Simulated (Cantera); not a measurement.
A perfectly stirred reactor is fed with 45.5 % CH4, 54.5 % N2, at 760 Torr; it is held at 1750 K, and followed from long to short residence time.

Model: GRI-Mech 3.0 (53 species, 325 reactions), integrated in Cantera. GRI-Mech 3.0 stops at C3 and has no aromatics, soot or wall deposition, so with more carbon than oxygen in the feed, carbon stays in small species such as C2H2 where larger ones or solid carbon would form.

Predict: x(CH4) at τ = 1.20 s; x(C2H2) at τ = 1.20 s; x(H2) at τ = 1.20 s; x(H) at τ = 1.20 s; x(HCN) at τ = 1.20 s; x(CH4) at τ = 8.60 ms; x(C2H2) at τ = 8.60 ms; x(H2) at τ = 8.60 ms; x(H) at τ = 8.60 ms; x(HCN) at τ = 8.60 ms.


```
Property                  Result
----------------------  --------
x(CH4) at τ = 1.20 s      0.0219
x(C2H2) at τ = 1.20 s      0.147
x(H2) at τ = 1.20 s        0.445
x(H) at τ = 1.20 s      0.000149
x(HCN) at τ = 1.20 s     1.82e-6
x(CH4) at τ = 8.60 ms      0.205
x(C2H2) at τ = 8.60 ms    0.0810
x(H2) at τ = 8.60 ms       0.254
x(H) at τ = 8.60 ms      7.75e-5
x(HCN) at τ = 8.60 ms    6.60e-8
```
